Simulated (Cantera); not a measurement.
A closed system holds: 1 mol B, 5.5 mol H2, 0.15 mol H2O, equilibrated at 1100 K and 4300 Pa.

These are equilibrium values from Cantera (NASA tables, ideal gas, pure condensed phases), not measurements of a reactor. Candidate condensed phases: B, B2O3, B3O3H3, H2O; 23 gas species. Mutual solubility and eutectic melting of coexisting phases are not modelled. Equilibrium is a limit: real reactors are often held back by kinetics, nucleation or transport.

Base state: H2 0.999, B3O3H3 0.00136, HBO 4.31e-5 (mole fractions); condensed: B(s) + B2O3(l).

Problem. What changes in the equilibrium state with this change: H2O from 0.15 to 1.7 mol?

Solution. 
```tsv
species	before	after
H2	0.999	0.972
H2O	1.26e-7	0.0277
HBO2	2.98e-7	0.000140
B3O3H3	0.00136	<1e-9
(HBO2)3	<1e-9	1.67e-5
HBO	4.31e-5	8.95e-8
B(s), mol	0.892	0
B2O3(l), mol	0.0422	0.499
```
Gases not in the tables: H3BO3.
